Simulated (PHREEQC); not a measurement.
0.37 g of hydrous ferric oxide (600 m²/g; 0.2 weak and 0.005 strong sites per Fe, Dzombak-Morel constants, diffuse double layer) in 1 kg of water with 0.1 mol/kgw of an inert sodium salt and 0.00011 mol NaH2PO4, at 25 °C; the pH is set by adding NaOH or the inert anion's acid. Oxygen alone is held at its pressure in air (log pO2 = -0.68). The system is closed to CO2. No solid was allowed to form.

The numbers come from PHREEQC with the ion-association model, wateq4f.dat.

### Question
Predict P sorbed (%) at pH = 6, 8.67, 9.33, 11.33.

### Answer
| pH | P sorbed (%) |
|---|---|
| 6 | 100.0 |
| 8.67 | 73.6 |
| 9.33 | 31.9 |
| 11.33 | 0.1 |

H3PO4, which wateq4f.dat lacks, is added to it with the constant of phreeqc.dat.
